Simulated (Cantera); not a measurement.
Charge: 1 mol SiO2, 13 mol H2, equilibrated at 1625 K and 218 Torr.

Cantera equilibrium calculation (NASA polynomials, part measured and part estimated; ideal gas, pure solids and liquids). Candidate condensed phases: H2O, Si, SiO2; 18 gas species. The tables hold silica as quartz up to 1696 K and as liquid above; real silica turns to tridymite and cristobalite and melts near 1996 K. Equilibrium is a limit: real reactors are often held back by kinetics, nucleation or transport.

Base state: H2 0.999, H2O 0.000406, SiO 0.000406, H 0.000131 (mole fractions); condensed: SiO2(β-quartz).

**Question.** What changes in the equilibrium state with this change: 1.6 mol HF added?

**Answer.** 
```tsv
species	before	after
H2	0.999	0.895
HF	0	0.0895
H2O	0.000406	0.0105
SiF4	0	0.00502
SiF3	0	0.000148
SiHF3	0	5.63e-5
SiO	0.000406	1.41e-5
H	0.000131	0.000124
SiO2(β-quartz), mol	0.995	0.924
```
The tables' values for SiF3 are old estimates; treat these amounts as uncertain.
